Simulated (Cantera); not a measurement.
An isothermal, constant-pressure homogeneous reactor starts with H2 : O2 : N2 = 0.56 : 1 : 11 (molar parts), equivalence ratio 0.28, at 1025 K and 1.00 bar.

Detailed kinetics in Cantera: the H2/O2 subset of GRI-Mech 3.0, which has no nitrogen chemistry. The temperature is held fixed by assumption; the heat of reaction is taken as removed at once.

x: mole fraction; the columns are a selection and need not sum to one.

```tsv
t (s)	x H2	x O2	x OH	x H2O	x H	x O
3.00e-5	0.0446	0.0796	1.86e-11	1.66e-10	1.58e-10	4.76e-11
8.35e-5	0.0446	0.0796	1.56e-10	2.89e-9	1.22e-9	4.20e-10
0.000232	0.0446	0.0796	1.78e-8	4.18e-7	1.38e-7	4.83e-8
0.000646	0.0126	0.0644	0.000420	0.0319	0.000944	0.000482
0.00180	0.00242	0.0597	2.07e-5	0.0431	8.19e-6	2.14e-5
0.00500	0.00150	0.0593	4.29e-6	0.0441	1.05e-6	4.05e-6
0.0139	___	0.0590	___	0.0447	___	___
0.0387	0.000396	0.0588	1.48e-6	0.0452	1.00e-7	8.27e-7
0.108	0.000119	0.0587	7.29e-7	0.0455	1.48e-8	1.96e-7
0.300	___	0.0586	___	0.0456	___	___
0.834	6.33e-6	0.0586	1.15e-7	0.0456	1.29e-10	2.59e-9
2.32	9.55e-7	0.0586	6.17e-8	0.0456	1.12e-11	2.55e-10
6.46	2.27e-8	0.0586	5.73e-8	0.0456	<1e-12	3.70e-11
18.0	3.63e-11	0.0586	8.04e-8	0.0456	<1e-12	6.26e-11
50.0	3.43e-11	0.0586	9.09e-8	0.0456	<1e-12	7.99e-11
```

### Question
What belongs in the gaps?

### Answer

- 0.0139, x H2: 0.000909
- 0.0139, x OH: 2.55e-6
- 0.0139, x H: 3.89e-7
- 0.0139, x O: 2.03e-6
- 0.300, x H2: 2.86e-5
- 0.300, x OH: 2.91e-7
- 0.300, x H: 1.42e-9
- 0.300, x O: 2.52e-8
